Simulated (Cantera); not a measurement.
What does this Cantera script print?

```python
import numpy as np
import cantera as ct

gas_names = """
    F F2 H HF H2 H2F2 H3F3 H4F4 H5F5 H6F6 H7F7 N NF NF2 NF3 NH NH2 NH3 N2 N2H2 N2H4 Si SiF SiF2 SiF3
    SiF4 SiH SiHF3 SiH2 SiH2F2 SiH3 SiH3F SiH4 SiN Si2 Si2N Si3
""".split()
cond_names = """
    Si(cr) Si(L) Si3N4(a)
""".split()


# ... load() reads the species with a 1 bar reference pressure and builds the phases ...
atoms = {
    'Si3N4': {'Si': 3, 'N': 4},
    'HF': {'H': 1, 'F': 1},
}
top_T = {'Si3N4(a)': 2400}  # K; cautious upper limits of use, not melting points


# ... equilibrate(T, P, feed) seeds the gas with the atoms and calls Mixture.equilibrate('TP', solver="gibbs", rtol=1e-10, max_steps=50000) ...
results = []
feed = {'Si3N4': 1, 'HF': 7}  # mol
for P in [1, 6.8, 46, 320, 2200, 15000, 100000]:
    for T in [775, 875, 975, 1075, 1175, 1275, 1375, 1475, 1575, 1675, 1775, 1875, 1975]:
        mix = equilibrate(T, P, feed)
        results.append((T, P, feed, dict(zip(mix.species_names, mix.species_moles))))

for T, P, feed, n in results:
    print(f"{T:7g} {P:10.4g}  " + (" + ".join(c for c in cond_names if n.get(c, 0) > 1e-12) or "gas only"))
```

It prints:

```
    775          1  Si3N4(a)
    875          1  Si3N4(a)
    975          1  Si3N4(a)
   1075          1  Si3N4(a)
   1175          1  Si3N4(a)
   1275          1  Si3N4(a)
   1375          1  Si(cr)
   1475          1  Si(cr)
   1575          1  gas only
   1675          1  gas only
   1775          1  gas only
   1875          1  gas only
   1975          1  gas only
    775        6.8  Si3N4(a)
    875        6.8  Si3N4(a)
    975        6.8  Si3N4(a)
   1075        6.8  Si3N4(a)
   1175        6.8  Si3N4(a)
   1275        6.8  Si3N4(a)
   1375        6.8  Si3N4(a)
   1475        6.8  Si(cr)
   1575        6.8  Si(cr)
   1675        6.8  gas only
   1775        6.8  gas only
   1875        6.8  gas only
   1975        6.8  gas only
    775         46  Si3N4(a)
    875         46  Si3N4(a)
    975         46  Si3N4(a)
   1075         46  Si3N4(a)
   1175         46  Si3N4(a)
   1275         46  Si3N4(a)
   1375         46  Si3N4(a)
   1475         46  Si3N4(a)
   1575         46  Si(cr)
   1675         46  Si(cr)
   1775         46  gas only
   1875         46  gas only
   1975         46  gas only
    775        320  Si3N4(a)
    875        320  Si3N4(a)
    975        320  Si3N4(a)
   1075        320  Si3N4(a)
   1175        320  Si3N4(a)
   1275        320  Si3N4(a)
   1375        320  Si3N4(a)
   1475        320  Si3N4(a)
   1575        320  Si3N4(a)
   1675        320  Si(cr)
   1775        320  Si(L)
   1875        320  Si(L)
   1975        320  gas only
    775       2200  Si3N4(a)
    875       2200  Si3N4(a)
    975       2200  Si3N4(a)
   1075       2200  Si3N4(a)
   1175       2200  Si3N4(a)
   1275       2200  Si3N4(a)
   1375       2200  Si3N4(a)
   1475       2200  Si3N4(a)
   1575       2200  Si3N4(a)
   1675       2200  Si3N4(a)
   1775       2200  Si(L)
   1875       2200  Si(L)
   1975       2200  Si(L)
    775    1.5e+04  Si3N4(a)
    875    1.5e+04  Si3N4(a)
    975    1.5e+04  Si3N4(a)
   1075    1.5e+04  Si3N4(a)
   1175    1.5e+04  Si3N4(a)
   1275    1.5e+04  Si3N4(a)
   1375    1.5e+04  Si3N4(a)
   1475    1.5e+04  Si3N4(a)
   1575    1.5e+04  Si3N4(a)
   1675    1.5e+04  Si3N4(a)
   1775    1.5e+04  Si3N4(a)
   1875    1.5e+04  Si3N4(a)
   1975    1.5e+04  Si(L)
    775      1e+05  Si3N4(a)
    875      1e+05  Si3N4(a)
    975      1e+05  Si3N4(a)
   1075      1e+05  Si3N4(a)
   1175      1e+05  Si3N4(a)
   1275      1e+05  Si3N4(a)
   1375      1e+05  Si3N4(a)
   1475      1e+05  Si3N4(a)
   1575      1e+05  Si3N4(a)
   1675      1e+05  Si3N4(a)
   1775      1e+05  Si3N4(a)
   1875      1e+05  Si3N4(a)
   1975      1e+05  Si3N4(a)
```

Cantera equilibrium calculation (NASA polynomials, part measured and part estimated; ideal gas, pure solids and liquids). The tables' values for SiF2, SiF3 are old estimates.
